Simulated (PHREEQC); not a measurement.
# Hard or scaling water: an equilibrium model

Solution (80 °C): 0.0078 mol CaCl2, 0.00074 mol NaF and 0.0014 mol NH4Br per kg of water. Closed to the air; pH follows from the charge balance.

Computed with PHREEQC (ion-association model, phreeqc.dat).

Precipitation was switched off in this run.

Problem. What pH, specific conductance does the model give?

Solution. pH 5.67; specific conductance 5140 µS/cm.

The solution is supersaturated, for example in Fluorite, so a real one may precipitate; this is no full list. At this temperature some constants are extrapolated from 25 °C, and those without enthalpy data are left unchanged.
